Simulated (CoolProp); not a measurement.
Model: reference Helmholtz-energy equation of state, Lemmon 2006, in CoolProp. It is a short technical equation, of lower accuracy than the large ones.

### Question
For neopentane, give the phase and the Z, Joule-Thomson coefficient (K/MPa) at 200.65 °C and 40 bar; 200.65 °C and 74.2 bar.

### Answer
- 200.65 °C and 40 bar: supercritical; Z 0.585, Joule-Thomson coefficient 10.1
- 200.65 °C and 74.2 bar: supercritical; Z 0.409, Joule-Thomson coefficient 2.21
